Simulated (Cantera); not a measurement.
An isothermal, constant-pressure homogeneous reactor starts with H₂ : O₂ : N₂ = 1.9 : 1 : 2.4 (molar parts), equivalence ratio 0.95, at 1200 K and 82.5 Torr. Integrator tolerance rtol = 1e-08.

Model: the H2/O2 subset of GRI-Mech 3.0, which has no nitrogen chemistry, integrated in Cantera. The temperature is held fixed by assumption; the heat of reaction is taken as removed at once.

Problem. What does this change do: temperature 1200 to 875 K?

Solution. 
```json
[
 {"quantity": "x(H₂) at 3.00 s", "before": "6.03e-7 (gas-phase equilibrium 1.57e-7)", "after": "0.00750 (gas-phase equilibrium 1.54e-11)"},
 {"quantity": "x(O₂) at 3.00 s", "before": "0.0115 (gas-phase equilibrium 0.0115)", "after": "0.0152 (gas-phase equilibrium 0.0115)"},
 {"quantity": "x(HO₂) at 3.00 s", "before": "3.28e-9 (gas-phase equilibrium 1.83e-9)", "after": "6.08e-6 (gas-phase equilibrium 1.29e-11)"},
 {"quantity": "x(H₂O₂) at 3.00 s", "before": "1.43e-9 (gas-phase equilibrium 3.72e-10)", "after": "1.51e-5 (gas-phase equilibrium 7.05e-12)"},
 {"quantity": "x(H₂O) at 3.00 s", "before": "0.437 (gas-phase equilibrium 0.437)", "after": "0.428 (gas-phase equilibrium 0.437)"},
 {"quantity": "x(H) at 3.00 s", "before": "1.80e-9 (gas-phase equilibrium 2.37e-10)", "after": "3.54e-7 (gas-phase equilibrium <1e-12)"},
 {"quantity": "x(OH) at 3.00 s", "before": "1.06e-5 (gas-phase equilibrium 5.27e-6)", "after": "9.10e-8 (gas-phase equilibrium 1.24e-8)"}
]
```
Radical loss at walls, strong at low pressure, is not modelled. Below about 950 K walls govern HO2 and H2O2 in real vessels.
